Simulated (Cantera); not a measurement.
Feed: 1 mol MgO, 17 mol Cl2, held at 75.0 Torr.

These are equilibrium values from Cantera (NASA tables, ideal gas, pure condensed phases), not measurements of a reactor. Candidate condensed phases: Mg, MgCl2, MgO; 11 gas species. Kinetics and transport are ignored. All values below are at 1225 K.

Base state: Cl2 0.897, MgCl2 0.0566, O2 0.0283, Cl 0.0183, ClO 3.65e-5 (mole fractions); condensed: gas only.

Q: What changes in the equilibrium state with this change: MgO replaced by CaO?

A: 
```
species         before     after
-------------  -------  --------
Cl2              0.897     0.951
O2              0.0283    0.0300
Cl              0.0183    0.0188
MgCl2           0.0566         0
CaCl2                0  0.000123
ClO            3.65e-5   3.87e-5
CaCl2(l), mol        0     0.998
```
Condensed phases not in the tables: oxide chlorides. Further candidate phases: Ca, CaCl2, CaO.
